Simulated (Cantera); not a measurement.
Mixture: 2.21 % C₃H₈, 20.8 % O₂, 77.0 % N₂, equivalence ratio 0.53, at 21.0 bar, adiabatic and at constant pressure. Ignition delay is the time to a rise of 400 K.

Model: GRI-Mech 3.0 (53 species, 325 reactions), integrated in Cantera. GRI-Mech 3.0 was tuned for natural gas; its chemistry of propane as a main component is partial and can be far from experiment. The pressure lies above the range GRI-Mech 3.0 was tuned for (to about 10 atm).

Task: Predict: delay at 1023 K; delay at 1223 K; delay at 1423 K; delay at 1623 K; delay at 1823 K; apparent activation energy between 1623 and 1823 K.

Result: 
- delay at 1023 K = 18.6 ms
- delay at 1223 K = 0.585 ms
- delay at 1423 K = 32.6 µs
- delay at 1623 K = 4.34 µs
- delay at 1823 K = 1.22 µs
- apparent activation energy between 1623 and 1823 K = 160 kJ/mol
